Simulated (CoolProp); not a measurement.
Vapour-liquid equilibrium of propylene (1) + propane (2) at 303.8 K; x and y are mole fractions of (1).

The numbers come from the multi-fluid Helmholtz-energy mixture model, Lemmon 2013 and Lemmon 2009; pair parameters Bell 2016 in CoolProp.

```
x      bubble pressure, mixture model (bar)  bubble pressure, Raoult's law (bar)  y, mixture model  y, Raoult's law
-----  ------------------------------------  -----------------------------------  ----------------  ---------------
0.05                                  11.12                                11.08             0.060            0.060
0.125                                 11.36                                11.25             0.147            0.147
0.2                                   11.58                                11.42             0.230            0.232
0.275                                 11.78                                11.59             0.310            0.314
0.35                                  11.98                                11.77             0.388            0.394
0.425                                 12.17                                11.94             0.463            0.472
0.5                                   12.34                                12.11             0.536            0.547
0.575                                 12.51                                12.28             0.607            0.621
0.65                                  12.67                                12.45             0.678            0.692
0.725                                 12.81                                12.63             0.747            0.761
0.8                                   12.95                                12.80             0.816            0.829
0.875                                 13.07                                12.97             0.885            0.894
0.95                                  13.19                                13.14             0.954            0.958
```

The largest gap from Raoult's law is +1.9 % in bubble pressure, at x = 0.5. No azeotrope shows between x = 0.05 and 0.95.

The pair parameters rest on a limited set of measurements; away from them the model extrapolates.
